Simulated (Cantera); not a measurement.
Cantera run:

```python
import numpy as np
import cantera as ct

gas_names = """
    B BCL BCL2 BCL3 BH BH2 BH3 B2 CL CL2 H HCL H2
""".split()
cond_names = """
    B(b) B(L)
""".split()


def load(file, names, dense=False):
    # The tables refer to 1 bar. Condensed volumes are neglected.
    table = {s.name: s for s in ct.Species.list_from_file(file)}
    out = []
    for n in names:
        d = dict(table[n].input_data)
        d["thermo"] = dict(d["thermo"], **{"reference-pressure": 1e5})
        if dense:
            d["equation-of-state"] = {"model": "constant-volume", "density": "1e6 g/cm^3"}
        out.append(ct.Species.from_dict(d))
    return out


gas = ct.Solution(thermo="ideal-gas", species=load("nasa_gas.yaml", gas_names))
cond = {s.name: ct.Solution(thermo="fixed-stoichiometry", species=[s], name=s.name)
        for s in load("nasa_condensed.yaml", cond_names, dense=True)}
atoms = {
    'B': {'B': 1},
    'HCl': {'H': 1, 'CL': 1},
    'H2': {'H': 2},
}
top_T = {}  # K; cautious upper limits of use, not melting points


def equilibrate(T, P, feed):
    n = {}
    for name, mol in feed.items():
        for a, k in atoms[name].items():
            n[a] = n.get(a, 0.0) + k * mol
    gas.TPX = T, P, n
    mass = sum(n.values()) * gas.mean_molecular_weight
    gas.equilibrate("TP")
    valid = [c for c in cond.values() if c.min_temp <= T <= top_T.get(c.name, c.max_temp)]
    mix = ct.Mixture([(gas, mass / gas.mean_molecular_weight)] + [(c, 0.0) for c in valid])
    mix.T, mix.P = T, P
    mix.equilibrate("TP", solver="vcs", rtol=1e-11, max_steps=5000)
    return mix


results = []
feed = {'B': 1, 'HCl': 0.035, 'H2': 0.054}  # mol
T = 1598  # K
P = 69000  # Pa
mix = equilibrate(T, P, feed)
results.append((T, P, feed, dict(zip(mix.species_names, mix.species_moles))))
print(gas.report(threshold=1e-05))
for i in range(1, mix.n_phases):
    print(f"{mix.phase(i).name:16s} {mix.phase_moles(i):12.5e} mol")
```

Result:

```
       temperature   1598 K
          pressure   69000 Pa
           density   0.085454 kg/m^3
  mean mol. weight   16.455 kg/kmol
   phase of matter   gas

                          1 kg             1 kmol
                     ---------------   ---------------
          enthalpy            -10463       -1.7216e+05  J
   internal energy       -8.1791e+05       -1.3459e+07  J
           entropy             13158        2.1652e+05  J/K
    Gibbs function       -2.1037e+07       -3.4617e+08  J
 heat capacity c_p            2158.8             35523  J/K
 heat capacity c_v            1653.5             27209  J/K

                      mass frac. Y      mole frac. X     chem. pot. / RT
                     ---------------   ---------------   ---------------
               BCL        0.00075459        0.00026841           -27.209
              BCL2         0.0043815        0.00088236           -51.715
              BCL3           0.33864          0.047561           -76.222
               BH2        1.3826e-05        1.7738e-05           -22.229
                CL        3.3818e-05        1.5697e-05           -24.507
                 H        3.2687e-06        5.3359e-05           -9.7632
               HCL           0.57122           0.25781            -34.27
                H2          0.084951           0.69338           -19.526
     [   +5 minor]         3.902e-06        4.5818e-06

B(b)              9.95763e-01 mol
```

Cantera equilibrium calculation (NASA polynomials, part measured and part estimated; ideal gas, pure solids and liquids). The tables' values for BCl2, BCl, BH2 are old estimates; treat these amounts as uncertain. Gases not in the tables: BHCl2.
